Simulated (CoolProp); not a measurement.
The fluid at 293.15 K and 11.1 MPa flows at 0.34 m/s in a round tube of 20 mm bore and 0.25 µm roughness, fully developed (64/Re and Nu = 3.66 if laminar; Colebrook and Gnielinski if turbulent). The same conditions are run with several fluids, on thermodynamics alone (safety and materials aside).

Model: reference Helmholtz-energy equation of state of each fluid (c-C4F8 (RC318): Platzer 1990; R152A: Outcalt 1996; R227EA: Lemmon 2016; R142b: Lemmon 2006), in CoolProp. The equations of Platzer and Polt are older, rougher fits.

### Question
Rank c-C4F8 (RC318), R152A, R227EA, R142b by Reynolds number, highest first.

### Answer
R152A (32100), R227EA (31600), R142b (28300), c-C4F8 (RC318) (21700)

| fluid | Darcy friction factor | pressure drop (Pa/m) | heat-transfer coefficient (W/(m² K)) | mass flow (kg/h) |
|---|---|---|---|---|
| c-C4F8 (RC318) | 0.0254 | 116 | 582 | 606 |
| R152A | 0.0232 | 63.1 | 867 | 363 |
| R227EA | 0.0232 | 98.8 | 655 | 566 |
| R142b | 0.0238 | 79.6 | 700 | 444 |

Transport values come from each fluid's own correlations; those of c-C4F8 (RC318), R152A, R227EA, R142b are estimates that may be off by 10 % or more.
